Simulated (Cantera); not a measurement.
A closed system holds: 1 mol TEOS, 1.5 mol CO2, 0.13 mol O2, held at 1373 K and 100 Torr.

Method: chemical equilibrium by Gibbs-energy minimisation in Cantera with the NASA 1993 tables (ideal gas, pure condensed phases). Candidate condensed phases: C, C6H6, C7H8, C8H18, H2O, Si, SiC, SiO2; 123 gas species. The feed counts by its element totals alone. The tables hold silica as quartz up to 1696 K and as liquid above; real silica turns to tridymite and cristobalite and melts near 1996 K. Kinetics and transport are ignored.

Problem. What is the equilibrium state?

Solution. 
| Property | Result |
|---|---|
| x(H2) | 0.655 |
| x(CO) | 0.345 |
| x(CH4) | 0.000288 |
| x(H2O) | 0.000141 |
| x(CO2) | 3.60e-5 |
| x(H) | 7.38e-6 |
| x(C2H2 (acetylene)) | 1.13e-6 |
| x(SiO) | 1.07e-6 |
| n(C(graphite)) | 4.24 mol |
| n(SiO2(β-quartz)) | 1.000 mol |
| gas amount | 15.25 mol |
| log10 activity of Si(s) (absent) | -4.92 |
